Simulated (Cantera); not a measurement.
PH3 + H2 + O2 (abatement and gas-phase synthesis)

Charge: 1 mol PH3, 9.3 mol H2, 1.3 mol O2, held at 1977 °C.

Cantera equilibrium calculation (NASA polynomials, part measured and part estimated; ideal gas, pure solids and liquids). Candidate condensed phases: H2O, P, P4O10; 17 gas species. The ideal-gas law is rough above about 30 bar. Gases not in the tables: HPO2, HPO3 and P4O6. Equilibrium is a limit: real reactors are often held back by kinetics, nucleation or transport.

| P (Pa) | log p H2 | log p H | log p H2O | log p PO | log p P2 | log p PO2 | log p OH | log p O |
|---|---|---|---|---|---|---|---|---|
| 10 | -4.42 | -4.34 | -5.17 | -5.28 | -9.34 | -5.97 | -5.91 | -6.00 |
| 120 | -3.12 | -3.69 | -3.89 | -4.11 | -6.96 | -4.83 | -5.29 | -6.02 |
| 1400 | -1.98 | -3.12 | -2.77 | -3.03 | -4.77 | -3.75 | -4.73 | -6.03 |
| 17000 | -0.88 | -2.57 | -1.62 | -2.02 | -2.86 | -2.70 | -4.13 | -5.98 |
| 210000 | 0.20 | -2.03 | -0.44 | -1.16 | -1.33 | -1.74 | -3.49 | -5.88 |
| 2500000 | 1.27 | -1.50 | 0.71 | -0.45 | -0.07 | -0.95 | -2.88 | -5.80 |
| 30000000 | 2.34 | -0.96 | 1.82 | 0.15 | 1.04 | -0.31 | -2.30 | -5.76 |
log p: log10 of the partial pressure in bar; nothing condenses.

From 10.0 Pa to 300 bar nothing is condensed.
